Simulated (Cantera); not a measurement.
An adiabatic, constant-volume homogeneous reactor starts with CH4 : H2 : O2 : N2 = 1 : 0.31 : 2.24 : 8.44 (molar parts), at 975 K and 7500 Torr.

Cantera simulation using GRI-Mech 3.0 (53 species, 325 reactions); the numbers are that mechanism's predictions, not measurements. Below about 1000 K GRI-Mech 3.0 lacks low-temperature oxidation paths.

Task: Predict: time of steepest temperature rise; temperature at 2.00 s; equilibrium temperature; x(H2) at 2.00 s; x(O2) at 2.00 s; x(NO) at 2.00 s; x(O) at 2.00 s; x(HCN) at 2.00 s.

Result: 
| Quantity | Value |
|---|---|
| time of steepest temperature rise | 23.9 ms |
| temperature at 2.00 s | 2904 K |
| equilibrium temperature | 2904 K |
| x(H2) at 2.00 s | 0.00878 (gas-phase equilibrium 0.00878) |
| x(O2) at 2.00 s | 0.0138 (gas-phase equilibrium 0.0138) |
| x(NO) at 2.00 s | 0.0102 (gas-phase equilibrium 0.0102) |
| x(O) at 2.00 s | 0.00174 (gas-phase equilibrium 0.00174) |
| x(HCN) at 2.00 s | 5.31e-9 (gas-phase equilibrium 5.31e-9) |
